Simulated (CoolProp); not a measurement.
Saturation properties of CHF3 (R23) (Tc = 299.3 K, pc = 4.832 MPa, ω = 0.263).

Model: reference Helmholtz-energy equation of state, Penoncello 2003, in CoolProp.

| T (K) | p (MPa) | liquid density (kg/m³) | vapour density (kg/m³) | enthalpy of vaporisation (kJ/kg) | liquid viscosity (µPa s) |
|---|---|---|---|---|---|
| 159.2 | 0.01030 | 1562 | 0.5506 | 263.7 | 562 |
| 164.4 | 0.01605 | 1544 | 0.8334 | 259.9 | 501 |
| 169.5 | 0.02405 | 1525 | 1.216 | 256.1 | 451 |
| 174.7 | 0.03529 | 1507 | 1.739 | 252.3 | 407 |
| 179.8 | 0.05015 | 1488 | 2.415 | 248.4 | 370 |
| 185 | 0.07012 | 1469 | 3.303 | 244.3 | 338 |
| 190.1 | 0.09542 | 1450 | 4.408 | 240.2 | 310 |
| 195.3 | 0.1282 | 1430 | 5.814 | 235.9 | 285 |
| 200.4 | 0.1683 | 1410 | 7.515 | 231.6 | 264 |
| 205.6 | 0.2187 | 1389 | 9.629 | 227.0 | 244 |
| 210.7 | 0.2788 | 1368 | 12.13 | 222.3 | 227 |
| 215.9 | 0.3525 | 1347 | 15.19 | 217.3 | 210 |

It boils at 191.1 K under 1 atm.

Viscosity comes from a separate model (Shan 2000).
